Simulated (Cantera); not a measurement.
Feed: 1 mol SiH2Cl2, 0.52 mol Cl2, 400 mol H2, held at 1.00 Torr.

Cantera equilibrium calculation (NASA polynomials, part measured and part estimated; ideal gas, pure solids and liquids). Candidate condensed phases: Si; 19 gas species. The numbers say what is thermodynamically allowed, not how fast it happens. All values below are at 1000 K.

Base state: H2 0.993, HCl 0.00723, SiCl2 8.94e-5, SiCl4 1.72e-5, SiHCl3 1.67e-5 (mole fractions); condensed: Si(s).

Task: What changes in the equilibrium state with this change: Cl2 from 0.52 to 0.0055 mol?

Result: 
```csv
species,before,after
H2,0.993,0.995
HCl,0.00723,0.00488
SiCl2,8.94e-5,4.07e-5
SiCl4,1.72e-5,3.57e-6
SiHCl3,1.67e-5,5.13e-6
"Si(s), mol",0.946,0.979
```
